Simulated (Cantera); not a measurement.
An isothermal, constant-pressure homogeneous reactor starts with 1.16 % CO, 8.59 % O2, 0.116 % H2O, 89.5 % N2, 0.618 % CH4, at 1150 K and 750 Torr.

Cantera simulation using GRI-Mech 3.0 (53 species, 325 reactions); the numbers are that mechanism's predictions, not measurements. The temperature is held fixed by assumption; the heat of reaction is taken as removed at once.

x: mole fraction; the columns are a selection and need not sum to one.

```
t (s)         x CO    x O2    x H2O      x H2     x NO       x H
--------  --------  ------  -------  --------  -------  --------
0.000500    0.0116  0.0859  0.00116  6.84e-10   <1e-12  5.72e-11
0.00144     0.0116  0.0859  0.00116       ___   <1e-12  1.26e-10
0.00416     0.0116  0.0859  0.00116       ___   <1e-12  4.78e-10
0.0120      0.0116  0.0859  0.00117       ___   <1e-12   3.32e-9
0.0347      0.0116  0.0858  0.00125       ___   <1e-12   2.09e-8
0.100     0.000222  0.0683   0.0136       ___  4.74e-8   1.22e-7
0.289      7.42e-6  0.0682   0.0136       ___  5.07e-8   1.14e-9
0.833      4.16e-7  0.0682   0.0136       ___  5.27e-8  3.24e-11
2.40       1.52e-8  0.0682   0.0136  4.23e-10  5.33e-8  2.93e-12
6.93      4.61e-10  0.0682   0.0136  2.73e-10  5.34e-8  1.57e-12
20.0      3.70e-10  0.0682   0.0136  2.35e-10  5.34e-8  1.22e-12
```

### Question
Fill in the missing entries.

### Answer

- 0.00144, x H2: 3.58e-9
- 0.00416, x H2: 2.97e-8
- 0.0120, x H2: 5.14e-7
- 0.0347, x H2: 9.00e-6
- 0.100, x H2: 9.43e-7
- 0.289, x H2: 3.04e-8
- 0.833, x H2: 2.46e-9
